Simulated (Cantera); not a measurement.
# Hydrocarbon pyrolysis for carbon deposition

A perfectly stirred reactor is fed with 5.56 % C2H6, 94.4 % N2, at 0.00257 atm; it is held at 1825 K, and followed from long to short residence time.

Cantera simulation using GRI-Mech 3.0 (53 species, 325 reactions); the numbers are that mechanism's predictions, not measurements. GRI-Mech 3.0 stops at C3 and has no aromatics, soot or wall deposition, so with more carbon than oxygen in the feed, carbon stays in small species such as C2H2 where larger ones or solid carbon would form. Radical loss at walls, strong at low pressure, is not modelled.

```tsv
τ (s)	x C2H6	x C2H4	x H	x CH2	x C2H	x HCN	x H2
4.0	1.04e-5	6.91e-5	0.00135	8.74e-6	6.66e-6	0.000490	0.0954
1.2	3.40e-5	0.000216	0.00141	1.52e-5	6.99e-6	0.000264	0.0924
0.34	0.000116	0.000673	0.00152	2.65e-5	7.64e-6	0.000141	0.0872
0.098	0.000382	0.00191	0.00168	4.41e-5	8.52e-6	7.55e-5	0.0791
0.029	0.00121	0.00480	0.00185	6.88e-5	9.25e-6	4.04e-5	0.0672
0.0084	0.00389	0.0102	0.00194	9.97e-5	8.70e-6	2.04e-5	0.0502
0.0025	0.0116	0.0146	0.00172	0.000121	5.22e-6	8.85e-6	0.0296
0.00072	0.0294	0.00856	0.00104	9.19e-5	8.38e-7	2.10e-6	0.0100
```
x: mole fraction; the columns are a selection and need not sum to one.
